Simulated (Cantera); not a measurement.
Feed: 1 mol Si, 1.2 mol Cl2, 86 mol N2, at 12.0 Torr.

Cantera equilibrium calculation (NASA polynomials, part measured and part estimated; ideal gas, pure solids and liquids). Candidate condensed phases: Si, Si3N4; 13 gas species. N2 is the only nitrogen source here; it is nearly inert below about 1500 K, so the nitride shown seldom forms there in practice. Rates play no part.

Problem. Which condensed phases are stable at each of these points (T (K)): 500, 600, 700, 800, 900, 1000, 1100, 1200, 1300, 1400, 1500?

Solution. 
```tsv
T (K)	condensed phases	Si condensed (%)
500	Si3N4(s)	40.0
600	Si3N4(s)	40.0
700	Si3N4(s)	40.0
800	Si3N4(s)	40.0
900	Si3N4(s)	40.0
1000	Si3N4(s)	40.0
1100	Si3N4(s)	39.8
1200	Si3N4(s)	38.7
1300	Si3N4(s)	32.9
1400	Si3N4(s)	13.7
1500	gas only	0.0
```

From 500 K to 1400 K the condensed part is Si3N4(s). At 1500 K nothing is condensed.
